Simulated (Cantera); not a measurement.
A closed system holds: 1 mol CH3SiH3, 0.89 mol C2H4, 8.2 mol H2, at 1650 K.

Equilibrium computed with Cantera from the NASA thermochemical tables; the gas is ideal and each condensed phase is pure. Candidate condensed phases: C, C6H6, C7H8, C8H18, Si, SiC; 87 gas species. The feed counts by its element totals alone. Kinetics and transport are ignored.

x: gas mole fraction; n: condensed amount in mol.

```
P (Pa)   x H2  x H     x CH4  x C2H2 (acetylene)     x Si   x C2H4    x CH3  n C(graphite)  n SiC(s)
------  -----  ---  --------  ------------------  -------  -------  -------  -------------  --------
100     0.997    ?   1.32e-6             4.55e-5  3.33e-6  3.30e-9  7.74e-8           1.78     1.000
400     0.999    ?   5.30e-6             4.55e-5  8.32e-7  1.32e-8  1.55e-7           1.78     1.000
1600    0.999    ?   2.12e-5             4.56e-5  2.08e-7  5.30e-8  3.11e-7           1.78     1.000
6300    1.000    ?   8.36e-5             4.56e-5  5.28e-8  2.09e-7  6.16e-7           1.78     1.000
25000   0.999    ?  0.000332             4.56e-5  1.33e-8  8.29e-7  1.23e-6           1.77     1.000
100000  0.999    ?   0.00133             4.55e-5  3.33e-9  3.31e-6  2.45e-6           1.76     1.000
```

### Question
Complete the blanks.

### Answer

- 100, x H: 0.00287
- 400, x H: 0.00144
- 1600, x H: 0.000718
- 6300, x H: 0.000362
- 25000, x H: 0.000182
- 100000, x H: 9.08e-5
